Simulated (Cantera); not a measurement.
Feed: 1 mol KOH, 0.72 mol C, 0.53 mol H2, 1.3 mol CO2, held at 1552 °C.

These are equilibrium values from Cantera (NASA tables, ideal gas, pure condensed phases), not measurements of a reactor. Candidate condensed phases: C, C6H6, C7H8, C8H18, H2O, K, KOH, KO2, K2CO3, K2O, K2O2; 116 gas species. The numbers say what is thermodynamically allowed, not how fast it happens.

Problem. Which condensed phases are stable at each of these points (P (Pa)): 10, 36, 130, 460, 1700, 6000, 22000, 77000, 280000, 1000000?

Solution. 
```csv
P (Pa),condensed phases,K condensed (%)
10,gas only,0.0
36,gas only,0.0
130,gas only,0.0
460,gas only,0.0
1700,gas only,0.0
6000,gas only,0.0
22000,gas only,0.0
77000,gas only,0.0
280000,gas only,0.0
1000000,K2CO3(l),34.9
```

From 0.000100 bar to 2.80 bar nothing is condensed. At 10.0 bar the condensed part is K2CO3(l).
